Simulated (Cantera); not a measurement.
Mixture: CH4 : H2 : O2 : N2 = 1 : 0.21 : 1.17 : 4.4 (molar parts), equivalence ratio 1.8, at 250000 Pa, adiabatic and at constant volume. Ignition delay is the time to a rise of 400 K.

Detailed kinetics in Cantera: GRI-Mech 3.0 (53 species, 325 reactions). Below about 1000 K GRI-Mech 3.0 lacks low-temperature oxidation paths. Below about 950 K walls govern HO2 and H2O2 in real vessels.

### Question
What does this change do: constant pressure in place of constant volume?

### Answer
```json
[
 {"quantity": "delay at 850 K", "before": "1.35 s", "after": "1.44 s"},
 {"quantity": "delay at 925 K", "before": "0.127 s", "after": "0.138 s"},
 {"quantity": "delay at 1000 K", "before": "29.3 ms", "after": "32.5 ms"},
 {"quantity": "delay at 1075 K", "before": "13.1 ms", "after": "14.6 ms"},
 {"quantity": "delay at 1150 K", "before": "6.67 ms", "after": "7.44 ms"},
 {"quantity": "delay at 1225 K", "before": "3.40 ms", "after": "3.80 ms"},
 {"quantity": "apparent activation energy between 1075 and 1225 K", "before": "98 kJ/mol", "after": "98 kJ/mol"}
]
```

### Question
What does this change do: pressure from 250000 Pa to 1200000 Pa?

### Answer
```
quantity                                               before       after
--------------------------------------------------  ---------  ----------
delay at 850 K                                         1.35 s     0.506 s
delay at 925 K                                        0.127 s     57.6 ms
delay at 1000 K                                       29.3 ms     9.87 ms
delay at 1075 K                                       13.1 ms     2.63 ms
delay at 1150 K                                       6.67 ms     1.10 ms
delay at 1225 K                                       3.40 ms    0.584 ms
apparent activation energy between 1075 and 1225 K  98 kJ/mol  110 kJ/mol
```
The pressure lies above the range GRI-Mech 3.0 was tuned for (to about 10 atm).
